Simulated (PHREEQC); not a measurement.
1 g of hydrous ferric oxide (600 m²/g; 0.2 weak and 0.005 strong sites per Fe, Dzombak-Morel constants, diffuse double layer) in 1 kg of water with 0.3 mol/kgw of an inert sodium salt and 0.00023 mol ZnSO4, at 25 °C; the pH is set by adding NaOH or the inert anion's acid. Oxygen is held at 0.21 atm. CO2 from the air is kept out. No solid was allowed to form.

The series has 17 steps of pH, from 4 to 12.

Computed with PHREEQC (ion-association model, wateq4f.dat).

### Question
Near which pH is half of the S sorbed, and on which side is more sorbed?

### Answer
Near pH 5.9, with more sorbed at lower pH.

### Question
Near which pH is half of the Zn sorbed, and on which side is more sorbed?

### Answer
Near pH 6.3, with more sorbed at higher pH.

Along this series the solution becomes supersaturated in solids that the run did not let form, among them Zn(OH)2-e. Complexes and solids missing from the database can't appear.
